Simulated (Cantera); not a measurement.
**N2O furnace oxynitridation**

An isothermal, constant-pressure homogeneous reactor starts with N2O : H2 : N2 = 1 : 0.0063 : 0.086 (molar parts), at 1198 K and 1.00 bar.

Cantera simulation using GRI-Mech 3.0 (53 species, 325 reactions); the numbers are that mechanism's predictions, not measurements. GRI-Mech 3.0 was tuned for natural gas; its chemistry of N2O as a main component is partial and can be far from experiment. The mechanism lacks the step 2 NO + O2 → 2 NO2, which can matter for NO2 below about 1400 K. The temperature is held fixed by assumption; the heat of reaction is taken as removed at once.

```
t (s)       x N2O      x H2    x N2      x NO       x H    x H2O2     x HO2
--------  -------  --------  ------  --------  --------  --------  --------
1.00e-6     0.915   0.00577  0.0787   3.90e-9   2.86e-9    <1e-12  4.40e-12
3.84e-6     0.915   0.00577  0.0787   4.94e-8   2.06e-8    <1e-12  2.70e-10
1.48e-5     0.915   0.00577  0.0787   4.50e-7   1.03e-7  2.74e-12   1.15e-8
5.68e-5     0.915   0.00575  0.0788   2.59e-6   4.05e-7  3.00e-10   2.58e-7
0.000218    0.915   0.00558  0.0790   1.31e-5   1.10e-6   2.03e-8   2.75e-6
0.000839    0.914   0.00448  0.0804   5.26e-5   1.37e-6   2.39e-7   6.38e-6
0.00323     0.909   0.00189  0.0841  0.000168   4.69e-7   1.46e-7   4.59e-6
0.0124      0.901  0.000216  0.0902  0.000567   3.01e-8   2.04e-8   1.49e-6
0.0477      0.874   8.98e-7   0.107   0.00219  9.06e-10   5.80e-9   4.39e-7
0.183       0.784   5.30e-9   0.163   0.00794  8.03e-10   5.86e-9   1.56e-7
0.704       0.540   3.94e-9   0.316    0.0228  6.51e-10   5.06e-9   5.25e-8
2.71        0.183   2.07e-9   0.542    0.0403  2.85e-10   2.60e-9   1.94e-8
10.4       0.0122  3.06e-10   0.654    0.0432  1.53e-11  3.10e-10   5.73e-9
40.0      2.66e-6  9.03e-11   0.662    0.0428  1.82e-12  5.04e-11   3.33e-9
```
x: mole fraction; the columns are a selection and need not sum to one.

Equilibrium at this temperature and pressure: N2O 1.44e-8, H2 8.70e-11, N2 0.683, NO 0.000220, H 1.78e-12, H2O2 5.22e-11, HO2 3.52e-9 (gas phase only).
